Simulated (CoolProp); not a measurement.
Vapour pressure (bar) of neopentane: the reference equation beside estimates from Tc = 433.7 K, pc = 31.96 bar, ω = 0.196.

Values from CoolProp's reference Helmholtz-energy equation of state, Lemmon 2006. It is a short technical equation, of lower accuracy than the large ones.

| T (K) | reference | Lee-Kesler | Redlich-Kwong |
|---|---|---|---|
| 318.7 | 3.154 | 3.159 | 4.154 |
| 321.6 | 3.413 | 3.419 | 4.460 |
| 324.6 | 3.698 | 3.705 | 4.794 |
| 327.5 | 3.990 | 3.998 | 5.133 |
| 330.5 | 4.309 | 4.318 | 5.502 |
| 333.5 | 4.647 | 4.657 | 5.888 |
| 336.4 | 4.992 | 5.003 | 6.279 |
| 339.4 | 5.369 | 5.380 | 6.702 |
| 342.3 | 5.752 | 5.764 | 7.130 |
| 345.3 | 6.170 | 6.182 | 7.592 |
| 348.2 | 6.595 | 6.606 | 8.057 |
| 351.2 | 7.056 | 7.067 | 8.559 |
| 354.1 | 7.524 | 7.535 | 9.064 |
| 357.1 | 8.032 | 8.042 | 9.608 |

Absolute difference from the reference over all 14 rows, mean and median: Lee-Kesler 0.2 and 0.2 %, Redlich-Kwong 25.4 and 25.3 %.
